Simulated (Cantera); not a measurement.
**Aluminium nitride and oxide growth: Al + N₂**

Feed: 1 mol Al, 2.4 mol N₂, equilibrated at 24.0 Pa.

Method: chemical equilibrium by Gibbs-energy minimisation in Cantera with the NASA 1993 tables (ideal gas, pure condensed phases). Candidate condensed phases: Al, AlN; 5 gas species. Rates play no part.

| T (°C) | log p N₂ | log p Al | log p Al₂ | log p N | n AlN(s) |
|---|---|---|---|---|---|
| 402 | -3.62 | <-15 | <-15 | <-15 | 1.00 |
| 502 | -3.62 | <-15 | <-15 | <-15 | 1.00 |
| 602 | -3.62 | <-15 | <-15 | <-15 | 1.00 |
| 702 | -3.62 | <-15 | <-15 | <-15 | 1.00 |
| 802 | -3.62 | <-15 | <-15 | <-15 | 1.00 |
| 902 | -3.62 | -14.55 | <-15 | <-15 | 1.00 |
| 1002 | -3.62 | -12.32 | <-15 | <-15 | 1.00 |
| 1102 | -3.62 | -10.42 | <-15 | <-15 | 1.00 |
| 1202 | -3.62 | -8.77 | <-15 | -15.31 | 1.000 |
| 1302 | -3.62 | -7.34 | -13.98 | -14.23 | 1.000 |
| 1402 | -3.62 | -6.08 | -11.81 | -13.29 | 0.993 |
| 1502 | -3.64 | -4.96 | -9.86 | -12.45 | 0.907 |
| 1602 | -3.77 | -4.15 | -8.52 | -11.77 | 0 |
log p: log10 of the partial pressure in bar; n: condensed amount in mol.

From 402 °C to 1502 °C the condensed part is AlN(s). At 1602 °C nothing is condensed.
